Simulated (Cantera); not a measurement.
A perfectly stirred reactor is fed with 2.05 % CH4, 97.7 % H2, 0.225 % H, at 62.3 Torr; it is held at 1900 K, and followed from long to short residence time.

Model: GRI-Mech 3.0 (53 species, 325 reactions), integrated in Cantera. GRI-Mech 3.0 stops at C3 and has no aromatics, soot or wall deposition, so with more carbon than oxygen in the feed, carbon stays in small species such as C2H2 where larger ones or solid carbon would form.

One state of this run: x CH4 = 0.00876; x H2 = 0.983; x H = 0.00253; x CH2 = 1.30e-6; x C2H6 = 5.59e-7; x C2H2 = 0.00552. x: mole fraction; the columns are a selection and need not sum to one.

Task: Which value of τ (s) does it belong to?
A) 0.0069
B) 0.0014
C) 0.17
D) 0.076

Result: D, 0.076
